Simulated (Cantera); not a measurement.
A Cantera script and what it prints.

```python
import numpy as np
import cantera as ct

gas_names = [...]  # 110 gases of nasa_gas.yaml made of C, H, O
cond_names = """
    C(gr) C6H6(L) C7H8(L) C8H18(L),n-octa H2O(s) H2O(L)
""".split()


# ... load() reads the species with a 1 bar reference pressure and builds the phases ...
atoms = {
    'C6H6': {'C': 6, 'H': 6},
    'CO2': {'C': 1, 'O': 2},
}
top_T = {'C(gr)': 4500}  # K; cautious upper limits of use, not melting points


# ... equilibrate(T, P, feed) seeds the gas with the atoms and calls Mixture.equilibrate('TP', solver="vcs", rtol=1e-11, max_steps=5000) ...
results = []
feed = {'C6H6': 1, 'CO2': 0.056}  # mol
P = 12  # Pa
for T in [1373, 1473, 1573, 1673, 1773, 1873, 1973, 2073, 2173, 2273, 2373, 2473, 2573]:
    mix = equilibrate(T, P, feed)
    results.append((T, P, feed, dict(zip(mix.species_names, mix.species_moles))))

top = {s: max(r[3][s] / sum(r[3][g] for g in gas_names) for r in results) for s in gas_names}
cols = sorted((s for s in top if top[s] > 1e-05), key=lambda s: -top[s])[:9]
seen = [c for c in cond_names if any(r[3].get(c, 0) > 1e-12 for r in results)]
print("log10 of partial pressures in bar; condensed amounts in mol")
print(f"{'T/K':>10s}" + "".join(f"{s[:9]:>10s}" for s in cols + seen))
for T, P, feed, n in results:
    ng = sum(n[g] for g in gas_names)
    print(f"{T:10.4g}" + "".join(f"{np.log10(max(n[s] / ng * P / 1e5, 1e-99)):10.3f}" for s in cols)
          + "".join(f"{n.get(c, 0):10.4g}" for c in seen))
```

Output:

```
log10 of partial pressures in bar; condensed amounts in mol
       T/K        H2         H        CO        C3         C C2H2,acet        C2       C2H        C5     C(gr)
      1373    -3.937    -7.446    -5.365   -20.413   -19.079    -9.699   -21.505   -16.308   -26.773     5.944
      1473    -3.937    -6.866    -5.365   -18.267   -17.223    -9.124   -19.361   -14.852   -24.055     5.944
      1573    -3.938    -6.360    -5.365   -16.399   -15.603    -8.623   -17.491   -13.583   -21.686     5.944
      1673    -3.941    -5.914    -5.367   -14.758   -14.178    -8.186   -15.847   -12.468   -19.603     5.944
      1773    -3.948    -5.520    -5.370   -13.305   -12.914    -7.802   -14.390   -11.482   -17.757     5.943
      1873    -3.962    -5.171    -5.377   -12.011   -11.786    -7.468   -13.091   -10.606   -16.111     5.942
      1973    -3.990    -4.865    -5.390   -10.850   -10.773    -7.184   -11.925    -9.827   -14.634      5.94
      2073    -4.041    -4.601    -5.413    -9.804    -9.858    -6.953   -10.872    -9.136   -13.301     5.937
      2173    -4.127    -4.380    -5.447    -8.857    -9.027    -6.784    -9.918    -8.530   -12.093     5.933
      2273    -4.263    -4.207    -5.495    -7.996    -8.270    -6.687    -9.050    -8.006   -10.994     5.928
      2373    -4.460    -4.085    -5.547    -7.209    -7.578    -6.671    -8.255    -7.564    -9.988     5.916
      2473    -4.718    -4.011    -5.594    -6.488    -6.942    -6.734    -7.526    -7.195    -9.066     5.871
      2573    -5.023    -3.975    -5.631    -5.825    -6.355    -6.859    -6.854    -6.890    -8.217     5.667
```

Equilibrium computed with Cantera from the NASA thermochemical tables; the gas is ideal and each condensed phase is pure.
